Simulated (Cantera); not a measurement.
Input: 1 mol CH3Cl, 0.059 mol CH4, held at 650 K and 57.8 Torr.

Cantera equilibrium calculation (NASA polynomials, part measured and part estimated; ideal gas, pure solids and liquids). Candidate condensed phases: C, C6H6, C7H8, C8H18; 91 gas species. Kinetics and transport are ignored.

Base state: HCl 0.550, H2 0.286, CH4 0.164 (mole fractions); condensed: C(graphite).

Problem. What changes in the equilibrium state with this change: temperature from 650 K to 2250 K?

Solution. 
```csv
species,before,after
H2,0.286,0.514
HCl,0.550,0.452
H,<1e-9,0.0192
CH4,0.164,4.82e-6
Cl,<1e-9,0.0122
C2H2 (acetylene),<1e-9,0.00172
C2HCl,<1e-9,1.11e-5
"C(graphite), mol",0.760,1.05
```

Problem. What changes in the equilibrium state with this change: temperature from 650 K to 2698 K?

Solution. 
```tsv
species	before	after
H2	0.286	0.433
HCl	0.550	0.348
H	<1e-9	0.134
CH4	0.164	1.61e-6
Cl	<1e-9	0.0747
C2H2 (acetylene)	<1e-9	0.0101
C2H	<1e-9	0.000331
C2HCl	<1e-9	0.000126
C(graphite), mol	0.760	1.01
```
